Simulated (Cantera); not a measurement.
Mixture: CH4 : H2 : O2 : N2 = 1 : 1.3 : 4.08 : 18.3 (molar parts), at 14300 Torr, adiabatic and at constant volume. Ignition delay is the time to a rise of 400 K.

Computed with Cantera and GRI-Mech 3.0 (53 species, 325 reactions). The pressure lies above the range GRI-Mech 3.0 was tuned for (to about 10 atm).

Question: What does this change do: 2 parts H2O added?

Answer: 
```
quantity                                                before       after
--------------------------------------------------  ----------  ----------
delay at 1225 K                                       0.144 ms    0.229 ms
delay at 1325 K                                        37.8 µs     60.9 µs
delay at 1425 K                                        15.3 µs     22.0 µs
delay at 1525 K                                        7.80 µs     10.2 µs
delay at 1625 K                                        4.49 µs     5.49 µs
delay at 1725 K                                        2.78 µs     3.24 µs
apparent activation energy between 1525 and 1725 K  110 kJ/mol  130 kJ/mol
```
